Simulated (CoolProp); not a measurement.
The numbers come from the reference Helmholtz-energy equation of state, Lemmon 2006 in CoolProp. It is a short technical equation, of lower accuracy than the large ones.

For C2F6 (R116), give the phase and the cv (kJ/(kg K)), speed of sound (m/s), Joule-Thomson coefficient (K/MPa) at 330.2 K and 187 kPa.


- 330.2 K and 187 kPa: gas; cv 0.761, speed of sound 145, Joule-Thomson coefficient 6.29
